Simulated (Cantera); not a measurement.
Charge: 1 mol BF₃, 15 mol H₂O, 21 mol H₂, equilibrated at 1000 K and 72.0 Torr.

Equilibrium computed with Cantera from the NASA thermochemical tables; the gas is ideal and each condensed phase is pure. Candidate condensed phases: B, B₂O₃, B₃O₃H₃, H₂O; 43 gas species. Gases not in the tables: H₃BO₃. Equilibrium is a limit: real reactors are often held back by kinetics, nucleation or transport.

Base state: H₂ 0.562, H₂O 0.366, HF 0.0650, BF₃ 0.00459, (HBO₂)₃ 0.00191, B₃O₃F₃ 0.000484, HBO₂ 5.12e-5, BOF 3.83e-5 (mole fractions); condensed: B₂O₃(l).

### Question
What changes in the equilibrium state with this change: H₂ from 21 to 1.1 mol?

### Answer
```tsv
species	before	after
H₂O	0.366	0.786
HF	0.0650	0.132
H₂	0.562	0.0631
BF₃	0.00459	0.0121
(HBO₂)₃	0.00191	0.00601
B₃O₃F₃	0.000484	0.00128
HBO₂	5.12e-5	7.50e-5
B₂O₃(l), mol	0.278	0.202
```

### Question
What changes in the equilibrium state with this change: H₂ from 21 to 0.32 mol?

### Answer
```
species         before    after
------------  --------  -------
H₂O              0.366    0.823
HF              0.0650    0.137
H₂               0.562   0.0192
BF₃            0.00459   0.0129
(HBO₂)₃        0.00191  0.00644
B₃O₃F₃        0.000484  0.00136
HBO₂           5.12e-5  7.67e-5
B₂O₃(l), mol     0.278    0.197
```
